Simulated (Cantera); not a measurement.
A closed system holds: 1 mol SiHCl3, 43 mol NH3, at 9000 Pa.

Cantera equilibrium calculation (NASA polynomials, part measured and part estimated; ideal gas, pure solids and liquids). Candidate condensed phases: NH4Cl, Si, Si3N4; 28 gas species. Rates play no part.

Over these rows the condensed part is Si3N4(s). Partial pressures as log10 of bar:

| T (K) | 1000/T (1/K) | log p SiCl2 | log p H2 | log p N2 | log p HCl |
|---|---|---|---|---|---|
| 1325 | 0.7547 | -6.30 | -1.18 | -1.67 | -2.51 |
| 1375 | 0.7273 | ? | -1.18 | -1.67 | -2.51 |
| 1425 | 0.7018 | -5.58 | -1.18 | -1.67 | -2.51 |
| 1475 | 0.6780 | -5.26 | -1.18 | -1.67 | -2.51 |
| 1525 | 0.6557 | -4.96 | -1.18 | -1.67 | -2.51 |
| 1575 | 0.6349 | -4.68 | -1.18 | -1.67 | -2.52 |

Q: Fit log p(SiCl2) = a + b·(1000/T) to the five rows, give the apparent enthalpy, and predict the row at 1375 K.

A: Means: 1000/T = 0.6850, log p = -5.356. Sxy = -0.115702, Sxx = 0.0085578, so b = -13.52 and a = -5.356 − (-13.52)×0.6850 = 3.91.
Apparent enthalpy: −19.145 × (-13.52) = 259 kJ/mol. With the condensed phases at unit activity, 1/3 Si3N4(s) + 2 HCl(g) = SiCl2(g) + H2(g) + 2/3 N2(g) links this pressure to the main gases: over the six rows their terms move log p by -0.02 in all, so the slope is close to that reaction's ΔH°. The five rows lie within 0.01 of the line.
Prediction at 1375 K: 3.91 + (-13.52)×0.7273 = -5.92. The computed value is -5.93, 0.01 from the line.
